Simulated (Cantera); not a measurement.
A perfectly stirred reactor is fed with H₂ : O₂ = 0.26 : 1 (molar parts), equivalence ratio 0.13, at 20.0 Torr; it is held at 950 K, and followed from long to short residence time.

Computed with Cantera and GRI-Mech 3.0 (53 species, 325 reactions). Radical loss at walls, strong at low pressure, is not modelled. The temperature is held fixed by assumption; the heat of reaction is taken as removed at once.

### Question
What does this change do: temperature 950 to 1350 K?

### Answer
```tsv
quantity	before	after
x(H₂) at τ = 1.80 s	0.00130	0.000245
x(O₂) at τ = 1.80 s	0.770	0.768
x(HO₂) at τ = 1.80 s	1.32e-5	2.89e-6
x(OH) at τ = 1.80 s	0.000245	0.00221
x(H₂O) at τ = 1.80 s	0.228	0.228
x(H₂) at τ = 46.0 ms	0.00993	0.00253
x(O₂) at τ = 46.0 ms	0.768	0.754
x(HO₂) at τ = 46.0 ms	3.25e-5	1.06e-5
x(OH) at τ = 46.0 ms	0.00115	0.00731
x(H₂O) at τ = 46.0 ms	0.217	0.219
```

### Question
What does this change do: temperature 950 to 1025 K?

### Answer
```json
[
 {"quantity": "x(H₂) at τ = 1.80 s", "before": "0.00130", "after": "0.000659"},
 {"quantity": "x(O₂) at τ = 1.80 s", "before": "0.770", "after": "0.769"},
 {"quantity": "x(HO₂) at τ = 1.80 s", "before": "1.32e-5", "after": "9.46e-6"},
 {"quantity": "x(OH) at τ = 1.80 s", "before": "0.000245", "after": "0.000436"},
 {"quantity": "x(H₂O) at τ = 1.80 s", "before": "0.228", "after": "0.229"},
 {"quantity": "x(H₂) at τ = 46.0 ms", "before": "0.00993", "after": "0.00567"},
 {"quantity": "x(O₂) at τ = 46.0 ms", "before": "0.768", "after": "0.766"},
 {"quantity": "x(HO₂) at τ = 46.0 ms", "before": "3.25e-5", "after": "2.56e-5"},
 {"quantity": "x(OH) at τ = 46.0 ms", "before": "0.00115", "after": "0.00175"},
 {"quantity": "x(H₂O) at τ = 46.0 ms", "before": "0.217", "after": "0.221"}
]
```
